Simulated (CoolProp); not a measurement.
The fluid at 313.86 K and 0.0101 MPa is throttled through a valve to 0.00615 MPa with no heat exchange. The same conditions are run with several fluids, on thermodynamics alone (safety and materials aside).

Values from CoolProp's reference Helmholtz-energy equation of state of each fluid (ethanol: Schroeder 2014; R152A: Outcalt 1996; methanol: de Reuck 1993; C2F6 (R116): Lemmon 2006; tetrahydrofuran: Fiedler 2023).

| fluid | temperature change (K) | final density (kg/m³) |
|---|---|---|
| ethanol | -0.4 | 0.109 |
| R152A | -0.1 | 0.156 |
| methanol | -0.9 | 0.0760 |
| C2F6 (R116) | -0.0 | 0.325 |
| tetrahydrofuran | -0.1 | 0.170 |
